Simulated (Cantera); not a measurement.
Feed: 1 mol CsCl, 2.3 mol HCl, 20 mol H2, at 1500 K and 1.20e-6 bar.

Cantera equilibrium calculation (NASA polynomials, part measured and part estimated; ideal gas, pure solids and liquids). Candidate condensed phases: Cs, CsCl; 9 gas species. Rates play no part.

Base state: H2 0.844, HCl 0.0972, CsCl 0.0419, H 0.0148, Cl 0.00137, Cs 0.000660 (mole fractions); condensed: gas only.

### Question
What changes in the equilibrium state with this change: HCl from 2.3 to 3.3 mol?

### Answer
```csv
species,before,after
H2,0.844,0.810
HCl,0.0972,0.133
CsCl,0.0419,0.0404
H,0.0148,0.0145
Cs,0.000660,0.000454
Cl,0.00137,0.00192
```

### Question
What changes in the equilibrium state with this change: 0.47 mol O2 added?

### Answer
```json
[
 {"species": "H2", "before": "0.844", "after": "0.804"},
 {"species": "HCl", "before": "0.0972", "after": "0.0971"},
 {"species": "CsCl", "before": "0.0419", "after": "0.0419"},
 {"species": "H2O", "before": "0", "after": "0.0400"},
 {"species": "H", "before": "0.0148", "after": "0.0144"},
 {"species": "OH", "before": "0", "after": "2.05e-5"},
 {"species": "Cl", "before": "0.00137", "after": "0.00140"},
 {"species": "Cs", "before": "0.000660", "after": "0.000645"}
]
```
Further candidate phases: CsOH, H2O.

### Question
What changes in the equilibrium state with this change: pressure from 1.20e-6 bar to 0.000500 bar?

### Answer
```csv
species,before,after
H2,0.844,0.858
HCl,0.0972,0.0986
CsCl,0.0419,0.0429
H,0.0148,0.000729
Cl,0.00137,6.76e-5
Cs,0.000660,3.28e-5
```
